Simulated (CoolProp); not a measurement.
Values from CoolProp's reference Helmholtz-energy equation of state, Span 2003. It is a short technical equation, of lower accuracy than the large ones.

### Question
Give the vapour pressure (MPa), liquid cp (kJ/(kg K)), surface tension (mN/m) of saturated n-heptane at 140.05, 144.15, 152.45 °C.

### Answer
```tsv
T (°C)	p (MPa)	liquid cp (kJ/(kg K))	surface tension (mN/m)
140.05	0.299	2.77	8.94
144.15	0.328	2.79	8.58
152.45	0.394	2.84	7.87
```

Surface tension comes from a separate correlation (Mulero 2012).
